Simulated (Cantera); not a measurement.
What does this Cantera script print?

```python
import numpy as np
import cantera as ct

gas = ct.Solution("gri30.yaml")
gas.TPX = 1475, 120000, {'CO': 1.9, 'H2': 0.26, 'O2': 0.45, 'N2': 1.69}
reactor = ct.IdealGasReactor(gas, energy="on", clone=False)
net = ct.ReactorNet([reactor])
net.rtol, net.atol = 1e-08, 1e-16
show = ['CO', 'H2', 'O2', 'H2O2', 'HO2']
times = np.geomspace(1e-06, 4, 13)

steps = ct.SolutionArray(gas, extra=["t"])
rows = []
print(f"{'t/s':>10s}{'T/K':>9s}{'P/Pa':>11s}" + "".join(f"{s:>11s}" for s in show))
for t in times:
    while net.time < t:
        t_next = net.step()
        steps.append(gas.state, t=t_next)
    rows.append([np.interp(t, steps.t, y) for y in (steps.T, steps.P, *steps(*show).X.T)])
    print(f"{t:10.3e}{rows[-1][0]:9.1f}{rows[-1][1]:11.4g}" + "".join(f"{x:11.3e}" for x in rows[-1][2:]))
rate = np.gradient(steps.T, steps.t)
print("integrator steps:", len(steps.t))
if steps.T.max() > steps.T[0] + 200:
    print(f"time of steepest temperature rise: {steps.t[rate.argmax()]:.4e} s")
gas.TPX = 1475, 120000, {'CO': 1.9, 'H2': 0.26, 'O2': 0.45, 'N2': 1.69}
gas.equilibrate("UV")
print(f"equilibrium (UV): T = {gas.T:.1f} K  " + "  ".join(f"{s} {gas[s].X[0]:.3e}" for s in show))
```

Result:

```
       t/s      T/K       P/Pa         CO         H2         O2       H2O2        HO2
 1.000e-06   1475.0    1.2e+05  4.419e-01  6.047e-02  1.047e-01  5.159e-11  3.339e-08
 3.550e-06   1475.0    1.2e+05  4.419e-01  6.046e-02  1.046e-01  5.617e-10  1.273e-07
 1.260e-05   1475.6    1.2e+05  4.417e-01  6.006e-02  1.044e-01  5.422e-08  1.054e-05
 4.472e-05   2185.1  1.719e+05  3.401e-01  1.262e-02  1.994e-02  1.391e-07  4.767e-06
 1.587e-04   2874.1   2.16e+05  3.324e-01  1.278e-02  9.780e-03  7.683e-08  2.590e-06
 5.635e-04   2947.7  2.203e+05  3.306e-01  1.280e-02  7.090e-03  8.483e-08  2.402e-06
 2.000e-03   2943.1    2.2e+05  3.310e-01  1.289e-02  6.806e-03  8.257e-08  2.310e-06
 7.099e-03   2943.1    2.2e+05  3.310e-01  1.289e-02  6.804e-03  8.255e-08  2.310e-06
 2.520e-02   2943.1    2.2e+05  3.310e-01  1.289e-02  6.804e-03  8.255e-08  2.310e-06
 8.944e-02   2943.1    2.2e+05  3.310e-01  1.289e-02  6.804e-03  8.255e-08  2.310e-06
 3.175e-01   2943.1    2.2e+05  3.310e-01  1.289e-02  6.804e-03  8.255e-08  2.310e-06
 1.127e+00   2943.1    2.2e+05  3.310e-01  1.289e-02  6.804e-03  8.255e-08  2.310e-06
 4.000e+00   2943.1    2.2e+05  3.310e-01  1.289e-02  6.804e-03  8.255e-08  2.310e-06
integrator steps: 1201
time of steepest temperature rise: 2.4015e-05 s
equilibrium (UV): T = 2943.1 K  CO 3.310e-01  H2 1.289e-02  O2 6.804e-03  H2O2 8.255e-08  HO2 2.310e-06
```

Detailed kinetics in Cantera: GRI-Mech 3.0 (53 species, 325 reactions).
